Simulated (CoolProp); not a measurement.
A single-stage vapour-compression cycle with fluoroethane (R161): evaporating at 291.15 K (dew point), condensing at 315.15 K (bubble point), superheat 0 K, subcooling 8 K, compressor efficiency 0.9, no pressure losses. Each further row changes one setting.

The numbers come from the reference Helmholtz-energy equation of state, Wu 2012 in CoolProp.

```tsv
case	cooling COP	pressure ratio	discharge temperature (K)	refrigerating effect (kJ/kg)	volumetric capacity (kJ/m³)
as stated	10.1	1.88	325.8	315	5550
evaporating temperature 296.15 K	13.2	1.64	323.5	318	6450
condensing temperature 310.15 K	13.1	1.67	318.9	327	5760
subcooling 13 K	10.5	1.88	325.8	327	5760
superheat 10 K	10.0	1.88	335.4	330	5500
compressor efficiency 0.8	9.00	1.88	328.1	315	5550
```
